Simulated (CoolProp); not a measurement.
R227EA at several states: density (kg/m³) from the reference equation and from simpler models built on Tc = 101.8 °C, pc = 2925 kPa, ω = 0.358; each cubic takes its own stable root.

The numbers come from the reference Helmholtz-energy equation of state, Lemmon 2016 in CoolProp.

```tsv
T (°C)	p (kPa)	phase	reference
-79.05	1040	liquid	1745
190.95	149	gas	6.618
27.75	7250	liquid	1424
165.05	7390	supercritical	637.6
0.35	17.7	gas	1.332
-53.65	733	liquid	1668
```

How far does each simpler model (Redlich-Kwong, Peng-Robinson) lie from the reference over these 6 states: mean and median of the absolute difference, and the worst?


- Redlich-Kwong: mean 6.3 %, median 6.9 %, worst -12.0 % at -53.65 °C and 733 kPa
- Peng-Robinson: mean 2.6 %, median 3.0 %, worst -5.0 % at 165.05 °C and 7390 kPa
